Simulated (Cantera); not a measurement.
A closed system holds: 1 mol B2O3, 0.6 mol NH3, 0.64 mol N2, held at 1375 K and 0.100 bar.

Equilibrium computed with Cantera from the NASA thermochemical tables; the gas is ideal and each condensed phase is pure. Candidate condensed phases: B, BN, B2O3, B3O3H3, H2O; 39 gas species. Mutual solubility and eutectic melting of coexisting phases are not modelled. Gases not in the tables: H3BO3. Rates play no part.

Base state: N2 0.510, H2 0.487, H2O 0.00149, HBO2 0.000878, HBO 6.73e-5, B2O3 1.32e-5 (mole fractions); condensed: BN(s) + B2O3(l).

Q: What changes in the equilibrium state with this change: pressure from 0.100 bar to 0.280 bar?

A: 
| species | before | after |
|---|---|---|
| N2 | 0.510 | 0.510 |
| H2 | 0.487 | 0.487 |
| H2O | 0.00149 | 0.00210 |
| HBO2 | 0.000878 | 0.000622 |
| B2O3 | 1.32e-5 | 4.70e-6 |
| HBO | 6.73e-5 | 3.38e-5 |
| BN(s), mol | 0.00232 | 0.00293 |
| B2O3(l), mol | 0.998 | 0.998 |

Q: What changes in the equilibrium state with this change: temperature from 1375 K to 2348 K?

A: 
| species | before | after |
|---|---|---|
| N2 | 0.510 | 0.321 |
| B2O3 | 1.32e-5 | 0.230 |
| H2 | 0.487 | 0.217 |
| BO | 3.31e-8 | 0.0410 |
| B2O2 | 1.00e-7 | 0.0165 |
| H | 7.56e-6 | 0.0182 |
| HBO | 6.73e-5 | 0.0452 |
| HBO2 | 0.000878 | 0.102 |
| BO2 | <1e-9 | 0.00177 |
| OH | <1e-9 | 0.000110 |
| H2O | 0.00149 | 0.00760 |
| BN(s), mol | 0.00232 | 0 |
| B2O3(l), mol | 0.998 | 0 |

Q: What changes in the equilibrium state with this change: temperature from 1375 K to 1950 K?

A: 
```tsv
species	before	after
N2	0.510	0.350
H2	0.487	0.274
B2O3	1.32e-5	0.233
B2O2	1.00e-7	0.0178
HBO	6.73e-5	0.0407
HBO2	0.000878	0.0757
BO	3.31e-8	0.00429
BO2	<1e-9	5.75e-5
BN(s), mol	0.00232	0
B2O3(l), mol	0.998	0.166
```
